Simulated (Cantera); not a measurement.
Feed: 1 mol CH3SiCl3, 640 mol H2, held at 1550 K and 13000 Pa.

Cantera equilibrium calculation (NASA polynomials, part measured and part estimated; ideal gas, pure solids and liquids). Candidate condensed phases: C, C6H6, C7H8, C8H18, Si, SiC; 109 gas species. The feed counts by its element totals alone. Rates play no part.

Problem. What is the equilibrium state?

Solution. 
| Quantity | Result |
|---|---|
| x(H2) | 0.995 |
| x(HCl) | 0.00464 |
| x(H) | 8.71e-5 |
| x(CH4) | 1.32e-5 |
| x(SiCl2) | 1.26e-5 |
| n(SiC(s)) | 0.991 mol |
| gas amount | 643.0 mol |
| log10 activity of Si(s) (absent) | -0.76 |
| log10 activity of C(graphite) (absent) | -1.30 |
